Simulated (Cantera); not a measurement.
Charge: 1 mol SiC, 0.08 mol O₂, 230 mol N₂, equilibrated at 2000 °C and 13.0 mbar.

Equilibrium computed with Cantera from the NASA thermochemical tables; the gas is ideal and each condensed phase is pure. Candidate condensed phases: C, Si, SiC, SiO₂, Si₂N₂O, Si₃N₄; 34 gas species. The tables' values for SiN are old estimates; treat these amounts as uncertain. The numbers say what is thermodynamically allowed, not how fast it happens.

Problem. What is the equilibrium state?

Solution. 
| Quantity | Result |
|---|---|
| x(N₂) | 0.995 |
| x(Si) | 0.00355 |
| x(CO) | 0.000687 |
| x(SiC₂) | 0.000446 |
| x(Si₂C) | 0.000126 |
| x(CN) | 0.000113 |
| x(SiN) | 5.93e-5 |
| x(C₂N₂) | 1.73e-5 |
| x(SiO) | 5.28e-6 |
| n(C(graphite)) | 0.571 mol |
| gas amount | 231.1 mol |
| log10 activity of Si(l) (absent) | -1.20 |
